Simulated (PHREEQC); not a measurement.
Consider water at 45 °C with 0.41 mol/kgw HF and 0.081 mol/kgw NH4HF2. Closed to the air; pH follows from the charge balance.

Equilibrium calculation in PHREEQC: ion-association model, phreeqc.dat.

```csv
quantity,before,after
pH,2.10,1.67
ionic strength (mol/kgw),0.0907,0.0243
HF (mol/kgw),0.423,0.371
HF2- (mol/kgw),0.0584,0.0149
F- (mol/kgw),0.0323,0.00940
```

Q: Name the change that produced these shifts.
(A) diluted 10-fold with water
(B) HF from 0.41 to 0.205 mol/kgw
(C) NH4HF2 left out
(D) diluted 100-fold with water

A: C, NH4HF2 left out

This is a speciation only: nothing precipitates in the calculation. Constants without temperature data keep their 25 °C values here.
